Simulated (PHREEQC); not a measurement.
Consider water at 25 °C with 61 mmol/kgw NH4F and 0.035 mmol/kgw Na2SiF6. Closed to the air; pH follows from the charge balance.

Equilibrium calculation in PHREEQC: ion-association model, phreeqc.dat.

```json
{
 "pH": "5.83",
 "ionic_strength": "0.0611 mol/kgw",
 "specific_conductance": "6780 µS/cm",
 "density": "0.998 g/cm³",
 "total_alkalinity": "-0.140 meq/kg"
}
```

| species | molality | activity | log γ |
|---|---|---|---|
| F- | 0.0610 | 0.0487 | -0.098 |
| NH4+ | 0.0610 | 0.0479 | -0.105 |
| HF | 0.000106 | 0.000108 | 0.006 |
| Na+ | 6.85e-5 | 5.57e-5 | -0.090 |
| H4SiO4 | 2.86e-5 | 2.90e-5 | 0.006 |
| HF2- | 2.48e-5 | 2.01e-5 | -0.092 |
| NH3 | 1.82e-5 | 1.85e-5 | 0.006 |
| SiF6-2 | 6.37e-6 | 2.79e-6 | -0.359 |
| H+ | 1.75e-6 | 1.48e-6 | -0.073 |
| NaF | 1.54e-6 | 1.56e-6 | 0.006 |
| OH- | 8.58e-9 | 6.85e-9 | -0.098 |
| H3SiO4- | 3.61e-9 | 2.90e-9 | -0.095 |

Precipitation was switched off in this run. Species that the database lacks are ignored. SiF6-2 is the database's only silicon fluoride.
